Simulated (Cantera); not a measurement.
## Equilibrium for hydrogen reduction and annealing atmospheres: FeS + H₂ + H₂O

Feed: 1 mol FeS, 930 mol H₂, 0.098 mol H₂O, at 1.90 bar.

These are equilibrium values from Cantera (NASA tables, ideal gas, pure condensed phases), not measurements of a reactor. Candidate condensed phases: Fe, FeO, Fe(OH)₂, Fe(OH)₃, FeS, FeSO₄, FeS₂, Fe₂O₃, Fe₂(SO₄)₃, Fe₃O₄, H₂O, H₂SO₄, S; 22 gas species. The numbers say what is thermodynamically allowed, not how fast it happens.

From 998 K to 1098 K the condensed part is Fe(α). From 1198 K to 1598 K the condensed part is Fe(γ). From 1698 K to 1798 K the condensed part is Fe(δ). From 1898 K to 2098 K the condensed part is Fe(l). At 2198 K nothing is condensed.

```tsv
T (K)	log p H₂	log p H	log p H₂S	log p Fe	n Fe(α)	n Fe(γ)	n Fe(δ)	n Fe(l)
998	0.28	-8.53	-2.69	<-11	1.00	0	0	0
1098	0.28	-7.47	-2.69	<-11	1.00	0	0	0
1198	0.28	-6.58	-2.69	-10.33	0	1.00	0	0
1298	0.28	-5.83	-2.69	-8.99	0	1.000	0	0
1398	0.28	-5.19	-2.69	-7.84	0	1.000	0	0
1498	0.28	-4.63	-2.69	-6.84	0	1.000	0	0
1598	0.28	-4.13	-2.69	-5.98	0	0.999	0	0
1698	0.28	-3.70	-2.70	-5.22	0	0	0.997	0
1798	0.28	-3.31	-2.70	-4.54	0	0	0.986	0
1898	0.28	-2.97	-2.71	-3.96	0	0	0	0.947
1998	0.28	-2.66	-2.73	-3.45	0	0	0	0.825
2098	0.28	-2.37	-2.75	-2.98	0	0	0	0.491
2198	0.28	-2.12	-2.78	-2.69	0	0	0	0
```
log p: log10 of the partial pressure in bar; n: condensed amount in mol.
